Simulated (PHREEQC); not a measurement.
Make-up at 25 °C: 0.0059 mol HF, 0.00034 mol NH4HF2 and 0.0043 mol (NH4)2SiF6 per kg of water. Closed to the air; pH follows from the charge balance.

Computed with PHREEQC (ion-association model, wateq4f.dat).

Each row changes one thing in this solution. Precipitation was switched off in this run.

```tsv
case	pH	ionic strength (mol/kgw)	HF (mol/kgw)	F- (mol/kgw)	H2F2 (mol/kgw)	HF2- (mol/kgw)
as made	2.80	0.0150	0.00437	0.00209	4.99e-5	3.51e-5
NH4HF2 from 0.00034 to 0.000306 mol/kgw	2.80	0.0150	0.00433	0.00206	4.90e-5	3.43e-5
(NH4)2SiF6 replaced by NaHF2 at the same molality	?	0.00584	0.00874	0.00565	0.000199	0.000190
NH4HF2 replaced by (NH4)2HPO4 at the same molality	?	0.0152	0.00384	0.00200	3.85e-5	2.96e-5
NH4HF2 replaced by (NH4)2CO3 at the same molality	?	0.0150	0.00371	0.00214	3.59e-5	3.05e-5
temperature from 25 to 5 °C	?	0.0153	0.00401	0.00234	8.39e-5	2.94e-5
```

Q: Some entries are withheld; supply them.

A: 
- (NH4)2SiF6 replaced by NaHF2 at the same molality, pH: 2.95
- NH4HF2 replaced by (NH4)2HPO4 at the same molality, pH: 2.84
- NH4HF2 replaced by (NH4)2CO3 at the same molality, pH: 2.88
- temperature from 25 to 5 °C, pH: 2.74

Species that the database lacks are ignored. H3PO4, which wateq4f.dat lacks, is added to it with the constant of phreeqc.dat. Constants without temperature data keep their 25 °C values here. SiF6-2 is the database's only silicon fluoride.
